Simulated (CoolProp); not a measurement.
Hydrogen chloride at 298.15 K and 0.681 MPa is throttled through a valve to 0.235 MPa with no heat exchange. Each further row changes one setting.

The numbers come from the reference Helmholtz-energy equation of state, Thol 2018 in CoolProp.

```
case                        temperature change (K)  final density (kg/m³)
--------------------------  ----------------------  ---------------------
as stated                                        …                   3.60
outlet pressure 0.0705 MPa                       …                      …
outlet pressure 0.305 MPa                     -6.0                      …
```

Problem. Some entries are withheld; supply them.

Solution. 
- as stated, temperature change (K): -7.2
- outlet pressure 0.0705 MPa, temperature change (K): -9.9
- outlet pressure 0.0705 MPa, final density (kg/m³): 1.08
- outlet pressure 0.305 MPa, final density (kg/m³): 4.67
